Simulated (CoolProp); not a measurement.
Vapour-liquid equilibrium of n-hexane (1) + p-xylene (2) at 391.6 K; x and y are mole fractions of (1).

The numbers come from the multi-fluid Helmholtz-energy mixture model, Thol 2019 and Zhou 2012; pair parameters Bell 2016 in CoolProp.

Give the bubble pressure and the first vapour's composition at x = 0.35, 0.5, 0.65. Is there an azeotrope?

x = 0.35: 1.843 bar, y = 0.775; x = 0.5: 2.311 bar, y = 0.853; x = 0.65: 2.762 bar, y = 0.907. No azeotrope shows between x = 0.05 and 0.95.

Pair parameters are fitted to limited data, so mixtures are less certain than the pure fluids.
